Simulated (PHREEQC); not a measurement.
0.036 g of hydrous ferric oxide (600 m²/g; 0.2 weak and 0.005 strong sites per Fe, Dzombak-Morel constants, diffuse double layer) in 1 kg of water with 0.1 mol/kgw of an inert sodium salt and 0.17 mmol/kgw BaCl2 and 0.0035 mmol/kgw NaF, at 25 °C; the pH is set by adding NaOH or the inert anion's acid. O2 is buffered at 0.21 atm. The system is closed to CO2. Precipitation was switched off in this run.

Equilibrium calculation in PHREEQC: ion-association model, wateq4f.dat.

```
pH     Ba sorbed (%)  F sorbed (%)  surface charge σ (C/m²)  surface potential ψ (mV)
-----  -------------  ------------  -----------------------  ------------------------
4                0.0          30.0                    0.317                       146
4.67             0.0          24.1                    0.251                       134
5.33             0.0          14.9                    0.176                       116
6                0.0           7.1                    0.111                        93
6.67             0.1           2.7                    0.063                        67
7.33             0.5           0.9                    0.031                        39
8                1.0           0.3                    0.007                         9
8.67             1.3           0.1                   -0.017                       -22
9.33             3.0           0.0                   -0.042                       -50
10               9.7           0.0                   -0.059                       -64
10.67           16.1           0.0                   -0.065                       -68
11.33           18.5           0.0                   -0.068                       -69
12              18.9           0.0                   -0.072                       -70
```
